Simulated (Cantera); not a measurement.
## Stirred combustor or abatement burner

A perfectly stirred reactor is fed with 7.30 % CO, 0.402 % H₂, 6.86 % CH₄, 18.0 % O₂, 67.5 % N₂, equivalence ratio 0.98, at 735 Torr; it is adiabatic with a 773 K inlet, and is followed from long to short residence time, starting on the burning branch (τ in s: 0.39, 0.17, 0.073, 0.032, 0.014, 0.0059, 0.0026, 0.0011, 0.00048, 0.00021, 9e-05, 3.9e-05).

Cantera simulation using GRI-Mech 3.0 (53 species, 325 reactions); the numbers are that mechanism's predictions, not measurements.

| τ (s) | T (K) | x CO | x H₂ | x CH₄ | x O | x H | x HCO |
|---|---|---|---|---|---|---|---|
| 0.39 | 2459 | 0.0282 | 0.00535 | 2.29e-7 | 0.00152 | 0.00158 | 1.12e-8 |
| 0.17 | 2457 | 0.0283 | 0.00538 | 5.19e-7 | 0.00155 | 0.00161 | 1.73e-8 |
| 0.073 | 2454 | 0.0287 | 0.00546 | 1.18e-6 | 0.00162 | 0.00167 | 3.16e-8 |
| 0.032 | 2446 | 0.0295 | 0.00564 | 2.56e-6 | 0.00175 | 0.00180 | 6.37e-8 |
| 0.014 | 2429 | 0.0311 | 0.00603 | 5.37e-6 | 0.00202 | 0.00209 | 1.36e-7 |
| 0.0059 | 2392 | 0.0343 | 0.00684 | 1.10e-5 | 0.00257 | 0.00275 | 3.10e-7 |
| 0.0026 | 2334 | 0.0389 | 0.00811 | 2.09e-5 | 0.00349 | 0.00396 | 6.75e-7 |
| 0.0011 | 2251 | 0.0445 | 0.00984 | 4.08e-5 | 0.00492 | 0.00608 | 1.51e-6 |
| 0.00048 | 2159 | 0.0501 | 0.0116 | 8.08e-5 | 0.00661 | 0.00894 | 3.24e-6 |
| 0.00021 | 2063 | 0.0558 | 0.0133 | 0.000171 | 0.00824 | 0.0122 | 6.90e-6 |
| 9.0e-5 | 1963 | 0.0635 | 0.0145 | 0.000410 | 0.00921 | 0.0148 | 1.53e-5 |
| 3.9e-5 | 1852 | 0.0775 | 0.0153 | 0.00124 | 0.00797 | 0.0139 | 3.61e-5 |
x: mole fraction; the columns are a selection and need not sum to one.
